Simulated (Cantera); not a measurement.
An adiabatic, constant-pressure homogeneous reactor starts with C₂H₄ : O₂ : N₂ : H₂O = 1 : 4.35 : 16.3 : 0.82 (molar parts), at 1250 K and 26.0 bar.

Model: GRI-Mech 3.0 (53 species, 325 reactions), integrated in Cantera. GRI-Mech 3.0 was tuned for natural gas; its chemistry of ethylene as a main component is partial and can be far from experiment. The pressure lies above the range GRI-Mech 3.0 was tuned for (to about 10 atm).

Task: Predict: time of steepest temperature rise; temperature at 3.00 s; equilibrium temperature; x(O₂) at 3.00 s; x(H₂O) at 3.00 s; x(H₂O₂) at 3.00 s.

Result: 
* **time of steepest temperature rise**: 0.214 ms
* **temperature at 3.00 s**: 2619 K
* **equilibrium temperature**: 2619 K
* **x(O₂) at 3.00 s**: 0.0536 (gas-phase equilibrium 0.0536)
* **x(H₂O) at 3.00 s**: 0.120 (gas-phase equilibrium 0.120)
* **x(H₂O₂) at 3.00 s**: 1.28e-6 (gas-phase equilibrium 1.28e-6)
